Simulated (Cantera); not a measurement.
Charge: 1 mol SiO2, 1.1 mol CH4, 0.9 mol N2, held at 1325 °C and 293 Torr.

Equilibrium computed with Cantera from the NASA thermochemical tables; the gas is ideal and each condensed phase is pure. Candidate condensed phases: C, C6H6, C7H8, C8H18, H2O, Si, SiC, SiO2, Si2N2O, Si3N4; 151 gas species. Mutual solubility and eutectic melting of coexisting phases are not modelled. The tables hold silica as quartz up to 1696 K and as liquid above; real silica turns to tridymite and cristobalite and melts near 1996 K. Kinetics and transport are ignored.

Base state: H2 0.573, CO 0.287, N2 0.139, H2O 0.000203, SiO 0.000177, HCN 0.000160, H 6.46e-5, CH4 5.89e-5 (mole fractions); condensed: SiO2(β-quartz) + Si2N2O(s).

**Question.** What changes in the equilibrium state with this change: temperature from 1325 °C to 1627 °C?

**Answer.** 
| species | before | after |
|---|---|---|
| H2 | 0.573 | 0.524 |
| CO | 0.287 | 0.262 |
| N2 | 0.139 | 0.148 |
| SiO | 0.000177 | 0.0643 |
| CH4 | 5.89e-5 | 1.99e-6 |
| H | 6.46e-5 | 0.000920 |
| HCN | 0.000160 | 8.97e-5 |
| H2O | 0.000203 | 0.000289 |
| CO2 | 3.39e-5 | 3.44e-5 |
| SiO2(β-quartz), mol | 0.266 | 0 |
| Si2N2O(s), mol | 0.366 | 0.277 |
| SiO2(condensed), mol | 0 | 0.176 |
